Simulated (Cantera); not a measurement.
# Reactions in the system N-O-Zr

Cantera with NASA thermochemical tables; ideal gases at 1 bar, condensed phases pure. Values are per mole of reaction as written; species without (g) are pure solids or liquids, kept so even where they would boil at 1 bar. ZrN: taken at fixed stoichiometry.

N2(g) + 2 ZrO2(g) ⇌ 4 O(g) + 2 ZrN

| T (K) | ΔH° (kJ) | ΔS° (J/K) | ΔG° (kJ) | log10 K |
|---|---|---|---|---|
| 1900 | 912.7 | 68.1 | 783.3 | -21.53 |
| 1950 | 915.3 | 69.5 | 779.8 | -20.89 |
| 2000 | 917.9 | 70.8 | 776.3 | -20.27 |
| 2050 | 920.6 | 72.1 | 772.7 | -19.69 |
| 2100 | 923.2 | 73.4 | 769.1 | -19.13 |
| 2150 | 925.9 | 74.7 | 765.4 | -18.60 |
| 2200 | 928.7 | 75.9 | 761.6 | -18.08 |
| 2250 | 931.4 | 77.2 | 757.8 | -17.59 |
| 2300 | 934.2 | 78.4 | 753.9 | -17.12 |
